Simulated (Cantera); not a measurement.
A closed system holds: 1 mol CCl4, 0.51 mol HCl, equilibrated at 3425 K and 180 Pa.

Equilibrium computed with Cantera from the NASA thermochemical tables; the gas is ideal and each condensed phase is pure. The tables' values for CCl are old estimates; treat these amounts as uncertain. Kinetics and transport are ignored.

```tsv
species	before	after
Cl	0.778	0.788
C	0.109	0.0902
H	0.0871	0.0877
C3	0.0128	0.0189
C2	0.0126	0.0139
C5	9.15e-6	2.40e-5
C4	1.42e-5	2.80e-5
C2H	5.86e-5	0.000105
HCl	0.000744	0.00122
H2	5.54e-5	9.06e-5
CCl	3.64e-5	4.92e-5
```
Gas species are given as mole fractions.

Task: What was changed between the two runs?
(A) pressure from 180 Pa to 290 Pa
(B) HCl from 0.51 to 0.15 mol
(C) pressure from 180 Pa to 1330 Pa
(D) temperature from 3425 K to 1625 K

Result: A, pressure from 180 Pa to 290 Pa
